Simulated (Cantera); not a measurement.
A closed system holds: 1 mol CH3SiCl3, 8.6 mol H2, 0.92 mol C3H8, at 2102 °C and 443 Torr.

Method: chemical equilibrium by Gibbs-energy minimisation in Cantera with the NASA 1993 tables (ideal gas, pure condensed phases). Candidate condensed phases: C, C6H6, C7H8, C8H18, Si, SiC; 109 gas species. The feed counts by its element totals alone. The tables' values for SiCl, SiCl3 are old estimates; treat these amounts as uncertain. Gases not in the tables: Si2H6 and higher silanes. Kinetics and transport are ignored.

Base state: H2 0.794, HCl 0.170, H 0.0164, SiCl2 0.0105, C2H2 (acetylene) 0.00493, Cl 0.00250, Si 0.000528, SiCl 0.000501 (mole fractions); condensed: C(graphite) + SiC(s).

Q: What changes in the equilibrium state with this change: CH3SiCl3 replaced by Si(CH3)4?

A: 
| species | before | after |
|---|---|---|
| H2 | 0.794 | 0.975 |
| H | 0.0164 | 0.0181 |
| C2H2 (acetylene) | 0.00493 | 0.00605 |
| HCl | 0.170 | 0 |
| SiCl2 | 0.0105 | 0 |
| Si | 0.000528 | 0.000528 |
| Cl | 0.00250 | 0 |
| SiCl | 0.000501 | 0 |
| SiCl3 | 0.000117 | 0 |
| CH4 | 6.92e-5 | 0.000104 |
| C(graphite), mol | 2.79 | 5.55 |
| SiC(s), mol | 0.814 | 0.982 |

Q: What changes in the equilibrium state with this change: C3H8 from 0.92 to 0.058 mol?

A: 
```
species             before     after
----------------  --------  --------
H2                   0.794     0.745
HCl                  0.170     0.212
SiCl2               0.0105    0.0173
H                   0.0164    0.0159
SiCl3             0.000117  0.000249
SiCl              0.000501  0.000643
C(graphite), mol      2.79     0.287
SiC(s), mol          0.814     0.771
```

Q: What changes in the equilibrium state with this change: H2 from 8.6 to 1.3 mol?

A: 
```csv
species,before,after
H2,0.794,0.647
HCl,0.170,0.289
SiCl2,0.0105,0.0372
H,0.0164,0.0148
SiCl4,9.31e-7,1.18e-5
SiCl3,0.000117,0.000786
SiHCl3,3.17e-6,1.92e-5
"C(graphite), mol",2.79,3.01
"SiC(s), mol",0.814,0.678
```
